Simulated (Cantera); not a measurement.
Counterflow diffusion flame

A counterflow diffusion flame at 1.00 bar, nozzles 20 mm apart: fuel side 100 % H2 at 600 K, oxidiser side 27.0 % O2, 73.0 % N2 at 500 K, fuel mass flux 0.2 times the oxidiser's; mixture-averaged transport, no radiation.

Cantera simulation using the H2/O2 subset of GRI-Mech 3.0, which has no nitrogen chemistry; the numbers are that mechanism's predictions, not measurements. The maximum strain rate includes the flame's own expansion and is several times the mean.

```json
[
 {"oxidiser flux (kg/m²/s)": "0.6", "max strain (1/s)": "863", "mean strain (1/s)": "191", "T max (K)": "2711", "peak x OH": "0.0335", "peak x H": "0.0246", "peak x H2O": "0.320", "peak x HO2": "4.82e-5"},
 {"oxidiser flux (kg/m²/s)": "0.76", "max strain (1/s)": "1080", "mean strain (1/s)": "242", "T max (K)": "2690", "peak x OH": "0.0334", "peak x H": "0.0255", "peak x H2O": "0.318", "peak x HO2": "5.76e-5"},
 {"oxidiser flux (kg/m²/s)": "0.97", "max strain (1/s)": "1360", "mean strain (1/s)": "309", "T max (K)": "2668", "peak x OH": "0.0336", "peak x H": "0.0268", "peak x H2O": "0.316", "peak x HO2": "6.77e-5"},
 {"oxidiser flux (kg/m²/s)": "1.2", "max strain (1/s)": "1680", "mean strain (1/s)": "383", "T max (K)": "2641", "peak x OH": "0.0336", "peak x H": "0.0281", "peak x H2O": "0.315", "peak x HO2": "7.73e-5"},
 {"oxidiser flux (kg/m²/s)": "1.6", "max strain (1/s)": "2230", "mean strain (1/s)": "510", "T max (K)": "2601", "peak x OH": "0.0335", "peak x H": "0.0303", "peak x H2O": "0.312", "peak x HO2": "9.11e-5"},
 {"oxidiser flux (kg/m²/s)": "2", "max strain (1/s)": "2780", "mean strain (1/s)": "638", "T max (K)": "2565", "peak x OH": "0.0334", "peak x H": "0.0322", "peak x H2O": "0.310", "peak x HO2": "0.000103"},
 {"oxidiser flux (kg/m²/s)": "2.5", "max strain (1/s)": "3460", "mean strain (1/s)": "797", "T max (K)": "2523", "peak x OH": "0.0332", "peak x H": "0.0341", "peak x H2O": "0.308", "peak x HO2": "0.000116"},
 {"oxidiser flux (kg/m²/s)": "3.2", "max strain (1/s)": "4410", "mean strain (1/s)": "1020", "T max (K)": "2478", "peak x OH": "0.0330", "peak x H": "0.0368", "peak x H2O": "0.306", "peak x HO2": "0.000131"},
 {"oxidiser flux (kg/m²/s)": "4.1", "max strain (1/s)": "5600", "mean strain (1/s)": "1310", "T max (K)": "2428", "peak x OH": "0.0326", "peak x H": "0.0396", "peak x H2O": "0.303", "peak x HO2": "0.000147"},
 {"oxidiser flux (kg/m²/s)": "5.2", "max strain (1/s)": "7070", "mean strain (1/s)": "1660", "T max (K)": "2376", "peak x OH": "0.0320", "peak x H": "0.0425", "peak x H2O": "0.301", "peak x HO2": "0.000164"}
]
```
x: mole fraction; the columns are a selection and need not sum to one.
